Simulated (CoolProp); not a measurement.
n-hexane at several states: fugacity coefficient from the reference equation and from simpler models built on Tc = 234.7 °C, pc = 3.044 MPa, ω = 0.300; each cubic takes its own stable root.

Values from CoolProp's reference Helmholtz-energy equation of state, Thol 2019.

```
T (°C)  p (MPa)   phase  reference
------  -------  ------  ---------
166.05    0.418     gas     0.9212
-90.05     3.57  liquid   9.194e-7
32.55     0.102  liquid     0.2676
-55.05     4.49  liquid   3.801e-5
216.55    0.241     gas     0.9687
-82.35   0.0203  liquid  0.0003393
```

Q: How far does each simpler model (Soave-Redlich-Kwong, Peng-Robinson) lie from the reference over these 6 states: mean and median of the absolute difference, and the worst?

A: 
- Soave-Redlich-Kwong: mean 1.5 %, median 0.8 %, worst +5.7 % at -90.05 °C and 3.57 MPa
- Peng-Robinson: mean 13.1 %, median 7.7 %, worst +34.9 % at -90.05 °C and 3.57 MPa
